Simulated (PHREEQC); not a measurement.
A solution holds 5 mmol/kgw H2SO4, 18 mmol/kgw FeSO4 and 36 mmol/kgw MgSO4, at 83 °C. Closed to the air; pH follows from the charge balance.

All values are PHREEQC results (Pitzer model, pitzer.dat), not measurements.

Precipitation was switched off in this run.

### Question
Predict the pH, density, specific conductance.

### Answer
pH 2.86; density 0.977 g/cm³; specific conductance 23300 µS/cm.

### Question
In which forms is S present?

### Answer
SO4-2 86 %, HSO4- 14 % of the S.

Complexes and solids missing from the database can't appear. Constants without temperature data keep their 25 °C values here.
